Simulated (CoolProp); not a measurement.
C2F6 (R116) at several states: Z from the reference equation and from simpler models built on Tc = 293.0 K, pc = 3.048 MPa, ω = 0.257; each cubic takes its own stable root.

The numbers come from the reference Helmholtz-energy equation of state, Lemmon 2006 in CoolProp. It is a short technical equation, of lower accuracy than the large ones.

| T (K) | p (MPa) | phase | reference | van der Waals | Redlich-Kwong | Soave-Redlich-Kwong |
|---|---|---|---|---|---|---|
| 303.6 | 2.01 | gas | 0.7673 | 0.7818 | 0.7624 | 0.7682 |
| 207 | 2.79 | liquid | 0.1429 | ___ | 0.1546 | 0.1492 |
| 414.1 | 3.48 | supercritical | ___ | 0.8513 | 0.8686 | ___ |
| 253.3 | 4.81 | liquid | 0.2337 | 0.3477 | 0.2574 | 0.2487 |
| 188.9 | 0.203 | liquid | 0.01093 | ___ | 0.01182 | 0.01142 |

**Question.** Complete the blanks.

**Answer.** 
- 207, van der Waals: 0.2217
- 414.1, reference: 0.9006
- 414.1, Soave-Redlich-Kwong: 0.9092
- 188.9, van der Waals: 0.9421

At some of these states van der Waals gives the other phase, because its saturation line lies elsewhere.
